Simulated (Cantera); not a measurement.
Mixture: H2 : O2 : N2 = 1 : 0.505 : 1.9 (molar parts), equivalence ratio 0.99, at 750 Torr, adiabatic and at constant volume. Ignition delay is the time to a rise of 400 K.

Detailed kinetics in Cantera: GRI-Mech 3.0 (53 species, 325 reactions). Where the delays flatten at high temperature, the 400 K rule measures the pace of heat release, not the induction time.

Problem. What does this change do: constant pressure in place of constant volume?

Solution. 
```csv
quantity,before,after
delay at 1300 K,28.1 µs,30.4 µs
delay at 1450 K,17.3 µs,20.0 µs
delay at 1600 K,13.2 µs,16.6 µs
delay at 1750 K,12.0 µs,16.2 µs
```

Problem. What does this change do: O2 0.505 to 0.26 parts?

Solution. 
```
quantity          before    after
---------------  -------  -------
delay at 1300 K  28.1 µs  46.2 µs
delay at 1450 K  17.3 µs  29.9 µs
delay at 1600 K  13.2 µs  24.6 µs
delay at 1750 K  12.0 µs  24.2 µs
```
